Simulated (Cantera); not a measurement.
A closed system holds: 1 mol trisilylamine, 2.6 mol NH3, 20 mol N2, equilibrated at 1352 °C and 13300 Pa.

Equilibrium computed with Cantera from the NASA thermochemical tables; the gas is ideal and each condensed phase is pure. Candidate condensed phases: Si, Si3N4; 18 gas species. The feed counts by its element totals alone. Kinetics and transport are ignored.

### Question
What is the equilibrium state?

### Answer
| Property | Result |
|---|---|
| x(N2) | 0.702 |
| x(H2) | 0.298 |
| x(H) | 0.000105 |
| n(Si3N4(s)) | 1.000 mol |
| gas amount | 28.20 mol |
| log10 activity of Si(s) (absent) | -1.54 |
